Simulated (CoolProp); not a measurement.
Properties of carbon dioxide along the isotherm 221.6 K.

The numbers come from the reference Helmholtz-energy equation of state, Span 1996 in CoolProp.

```json
[
 {"p (bar)": "0.117", "phase": "gas", "speed of sound (m/s)": "235.9", "Joule-Thomson coefficient (K/MPa)": "24.42"},
 {"p (bar)": "0.182", "phase": "gas", "speed of sound (m/s)": "235.7", "Joule-Thomson coefficient (K/MPa)": "24.41"},
 {"p (bar)": "0.283", "phase": "gas", "speed of sound (m/s)": "235.6", "Joule-Thomson coefficient (K/MPa)": "24.41"},
 {"p (bar)": "0.44", "phase": "gas", "speed of sound (m/s)": "235.3", "Joule-Thomson coefficient (K/MPa)": "24.40"},
 {"p (bar)": "0.686", "phase": "gas", "speed of sound (m/s)": "234.8", "Joule-Thomson coefficient (K/MPa)": "24.40"},
 {"p (bar)": "1.07", "phase": "gas", "speed of sound (m/s)": "234.1", "Joule-Thomson coefficient (K/MPa)": "24.39"},
 {"p (bar)": "1.66", "phase": "gas", "speed of sound (m/s)": "233.0", "Joule-Thomson coefficient (K/MPa)": "24.39"},
 {"p (bar)": "2.59", "phase": "gas", "speed of sound (m/s)": "231.2", "Joule-Thomson coefficient (K/MPa)": "24.41"},
 {"p (bar)": "4.03", "phase": "gas", "speed of sound (m/s)": "228.4", "Joule-Thomson coefficient (K/MPa)": "24.47"},
 {"p (bar)": "9.77", "phase": "liquid", "speed of sound (m/s)": "941.7", "Joule-Thomson coefficient (K/MPa)": "-0.1270"},
 {"p (bar)": "15.2", "phase": "liquid", "speed of sound (m/s)": "944.9", "Joule-Thomson coefficient (K/MPa)": "-0.1294"},
 {"p (bar)": "23.7", "phase": "liquid", "speed of sound (m/s)": "949.9", "Joule-Thomson coefficient (K/MPa)": "-0.1330"},
 {"p (bar)": "36.9", "phase": "liquid", "speed of sound (m/s)": "957.6", "Joule-Thomson coefficient (K/MPa)": "-0.1384"}
]
```
